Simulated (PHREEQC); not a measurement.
0.057 g of hydrous ferric oxide (600 m²/g; 0.2 weak and 0.005 strong sites per Fe, Dzombak-Morel constants, diffuse double layer) in 1 kg of water with 0.001 mol/kgw of an inert sodium salt and 2.1e-05 mol/kgw CuCl2, at 25 °C; the pH is set by adding NaOH or the inert anion's acid. Oxygen alone is held at its pressure in air (log pO2 = -0.68). No CO2 enters from the air. No solid was allowed to form.

The numbers come from PHREEQC with the ion-association model, wateq4f.dat.

| pH | Cu sorbed (%) | surface charge σ (C/m²) | surface potential ψ (mV) |
|---|---|---|---|
| 3 | 0.0 | 0.254 | 233 |
| 3.38 | 0.0 | 0.193 | 228 |
| 3.75 | 0.2 | 0.145 | 218 |
| 4.12 | 0.7 | 0.109 | 205 |
| 4.5 | 2.9 | 0.080 | 191 |
| 4.88 | 9.1 | 0.058 | 175 |
| 5.25 | 20.6 | 0.043 | 160 |
| 5.62 | 41.5 | 0.032 | 145 |
| 6 | 69.9 | 0.024 | 131 |
| 6.38 | 89.5 | 0.017 | 115 |
| 6.75 | 96.5 | 0.012 | 96 |
| 7.12 | 98.1 | 0.008 | 76 |
| 7.5 | 98.4 | 0.005 | 55 |
| 7.88 | 98.5 | 0.003 | 33 |
| 8.25 | 98.4 | 0.001 | 12 |
| 8.62 | 98.4 | -0.001 | -10 |
| 9 | 98.4 | -0.003 | -32 |

The database's constant for dissolved Cu(OH)2 is higher than later reviews accept. The oxide is taken as insoluble; below pH 4 it would dissolve.
